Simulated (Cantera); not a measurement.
Feed: 1 mol CH₃SiCl₃, 0.42 mol HCl, 10 mol H₂, equilibrated at 1173.15 K and 1.33 mbar.

Cantera equilibrium calculation (NASA polynomials, part measured and part estimated; ideal gas, pure solids and liquids). Candidate condensed phases: C, C₆H₆, C₇H₈, C₈H₁₈, Si, SiC; 109 gas species. The feed counts by its element totals alone. The tables' values for SiCl₃ are old estimates; treat these amounts as uncertain. Kinetics and transport are ignored.

Base state: H₂ 0.747, HCl 0.252, SiCl₄ 0.000439, SiCl₂ 0.000276, SiCl₃ 0.000111, SiHCl₃ 3.03e-5, CH₄ 1.45e-5 (mole fractions); condensed: C(graphite) + SiC(s).

Question: What changes in the equilibrium state with this change: temperature from 1173.15 K to 1048.15 K?

Answer: 
| species | before | after |
|---|---|---|
| H₂ | 0.747 | 0.757 |
| HCl | 0.252 | 0.238 |
| SiCl₄ | 0.000439 | 0.00428 |
| SiHCl₃ | 3.03e-5 | 0.000139 |
| SiCl₂ | 0.000276 | 8.12e-5 |
| CH₄ | 1.45e-5 | 4.46e-5 |
| SiCl₃ | 0.000111 | 0.000138 |
| C(graphite), mol | 0.0113 | 0.0613 |
| SiC(s), mol | 0.989 | 0.938 |
